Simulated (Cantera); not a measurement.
Input (Python, Cantera):

```python
import numpy as np
import cantera as ct

gas = ct.Solution("gri30.yaml")
gas.TPX = 1400, 2700, {'C2H4': 1, 'H2': 21}
reactor = ct.IdealGasConstPressureReactor(gas, energy="off", clone=False)
net = ct.ReactorNet([reactor])
net.rtol, net.atol = 1e-08, 1e-18
show = ['C2H4', 'H2', 'H', 'CH2', 'CH3']
times = np.geomspace(2e-05, 100, 10)

steps = ct.SolutionArray(gas, extra=["t"])
rows = []
print(f"{'t/s':>10s}{'T/K':>9s}{'P/Pa':>11s}" + "".join(f"{s:>11s}" for s in show))
for t in times:
    while net.time < t:
        t_next = net.step()
        steps.append(gas.state, t=t_next)
    rows.append([np.interp(t, steps.t, y) for y in (steps.T, steps.P, *steps(*show).X.T)])
    print(f"{t:10.3e}{rows[-1][0]:9.1f}{rows[-1][1]:11.4g}" + "".join(f"{x:11.3e}" for x in rows[-1][2:]))
rate = np.gradient(steps.T, steps.t)
print("integrator steps:", len(steps.t))
if steps.T.max() > steps.T[0] + 200:
    print(f"time of steepest temperature rise: {steps.t[rate.argmax()]:.4e} s")
gas.TPX = 1400, 2700, {'C2H4': 1, 'H2': 21}
gas.equilibrate("TP")
print(f"equilibrium (TP): T = {gas.T:.1f} K  " + "  ".join(f"{s} {gas[s].X[0]:.3e}" for s in show))
```

It prints:

```
       t/s      T/K       P/Pa       C2H4         H2          H        CH2        CH3
 2.000e-05   1400.0       2700  4.545e-02  9.545e-01  1.838e-10  5.528e-17  7.668e-16
 1.110e-04   1400.0       2700  4.545e-02  9.545e-01  1.217e-09  1.399e-15  4.911e-14
 6.162e-04   1400.0       2700  4.544e-02  9.545e-01  7.120e-09  1.411e-14  7.304e-13
 3.420e-03   1400.0       2700  4.540e-02  9.545e-01  4.011e-08  8.676e-14  8.531e-12
 1.898e-02   1400.0       2700  4.513e-02  9.546e-01  2.411e-07  5.261e-13  1.627e-10
 1.054e-01   1400.0       2700  4.322e-02  9.546e-01  3.645e-06  7.651e-12  5.832e-09
 5.848e-01   1400.0       2700  1.909e-02  9.556e-01  1.747e-05  1.724e-11  8.216e-08
 3.246e+00   1400.0       2700  9.118e-04  9.562e-01  3.248e-05  7.654e-12  2.540e-07
 1.802e+01   1400.0       2700  8.938e-04  9.561e-01  3.289e-05  1.402e-11  5.079e-07
 1.000e+02   1400.0       2700  8.748e-04  9.550e-01  3.224e-05  4.529e-11  1.807e-06
integrator steps: 605
equilibrium (TP): T = 1400.0 K  C2H4 7.776e-04  H2 9.494e-01  H 2.904e-05  CH2 1.741e-10  CH3 7.893e-06
```

Model: GRI-Mech 3.0 (53 species, 325 reactions), integrated in Cantera. GRI-Mech 3.0 was tuned for natural gas; its chemistry of ethylene as a main component is partial and can be far from experiment. GRI-Mech 3.0 stops at C3 and has no aromatics, soot or wall deposition, so with more carbon than oxygen in the feed, carbon stays in small species such as C2H2 where larger ones or solid carbon would form. Radical loss at walls, strong at low pressure, is not modelled.
